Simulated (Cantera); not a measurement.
A closed system holds: 1 mol Si, 4.3 mol NF3, 18 mol N2, at 1598 K and 100 Torr.

Cantera equilibrium calculation (NASA polynomials, part measured and part estimated; ideal gas, pure solids and liquids). Candidate condensed phases: Si, Si3N4; 16 gas species. Rates play no part.

Base state: N2 0.671, F 0.295, SiF4 0.0333, F2 0.000686 (mole fractions); condensed: gas only.

**Question.** What changes in the equilibrium state with this change: N2 from 18 to 2.2 mol?

**Answer.** 
```json
[
 {"species": "F", "before": "0.295", "after": "0.620"},
 {"species": "N2", "before": "0.671", "after": "0.306"},
 {"species": "SiF4", "before": "0.0333", "after": "0.0704"},
 {"species": "F2", "before": "0.000686", "after": "0.00303"}
]
```
